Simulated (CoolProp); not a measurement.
Properties of 1,2-dichloroethane at several states (Tc = 561.6 K, pc = 5.226 MPa, ω = 0.269).

Computed with CoolProp (reference Helmholtz-energy equation of state, Thol 2015).

| T (K) | p (MPa) | phase | Z | cp (kJ/(kg K)) | isothermal compressibility (1/MPa) | expansivity (1/kK) | fugacity coefficient |
|---|---|---|---|---|---|---|---|
| 382.4 | 0.0543 | gas | 0.9875 | 0.9145 | 18.65 | 2.722 | 0.9876 |
| 484.1 | 0.0212 | gas | 0.9977 | 1.022 | 47.28 | 2.081 | 0.9977 |
| 351.6 | 0.0141 | gas | 0.9958 | 0.8784 | 71.22 | 2.882 | 0.9958 |
| 326.4 | 1.04 | liquid | 0.03147 | 1.327 | 0.001016 | 1.244 | 0.03459 |
| 346.1 | 0.0864 | liquid | 0.002532 | 1.351 | 0.001230 | 1.336 | 0.8141 |
| 398.5 | 7.24 | liquid | 0.1964 | 1.405 | 0.001816 | 1.508 | 0.05021 |
